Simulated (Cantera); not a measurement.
An isothermal, constant-pressure homogeneous reactor starts with 23.7 % H2, 43.9 % O2, 32.5 % N2, equivalence ratio 0.27, at 850 K and 1.00 bar.

Computed with Cantera and the H2/O2 subset of GRI-Mech 3.0, which has no nitrogen chemistry. Below about 950 K walls govern HO2 and H2O2 in real vessels. The temperature is held fixed by assumption; the heat of reaction is taken as removed at once.

x: mole fraction; the columns are a selection and need not sum to one.

| t (s) | x H2 | x O2 | x H2O2 | x HO2 | x O |
|---|---|---|---|---|---|
| 0.000400 | 0.237 | 0.439 | 2.43e-12 | 5.69e-10 | <1e-12 |
| 0.00118 | 0.237 | 0.439 | 2.18e-11 | 1.70e-9 | <1e-12 |
| 0.00351 | 0.237 | 0.439 | 1.90e-10 | 5.08e-9 | <1e-12 |
| 0.0104 | 0.237 | 0.439 | (withheld) | (withheld) | <1e-12 |
| 0.0308 | 0.237 | 0.439 | 1.58e-8 | 5.06e-8 | 1.30e-12 |
| 0.0911 | 0.237 | 0.439 | 1.72e-7 | 2.08e-7 | 4.36e-12 |
| 0.270 | 0.237 | 0.439 | 2.94e-6 | 1.13e-6 | 2.88e-11 |
| 0.798 | 0.237 | 0.439 | 4.61e-5 | 4.15e-6 | 2.30e-10 |
| 2.36 | 0.233 | 0.437 | 0.000740 | 1.59e-5 | 2.70e-9 |
| 7.00 | (withheld) | 0.416 | (withheld) | (withheld) | (withheld) |

Q: Some entries are withheld; supply them.

A: 
- 0.0104, x H2O2: 1.69e-9
- 0.0104, x HO2: 1.55e-8
- 7.00, x H2: 0.169
- 7.00, x H2O2: 0.00226
- 7.00, x HO2: 2.79e-5
- 7.00, x O: 5.86e-9
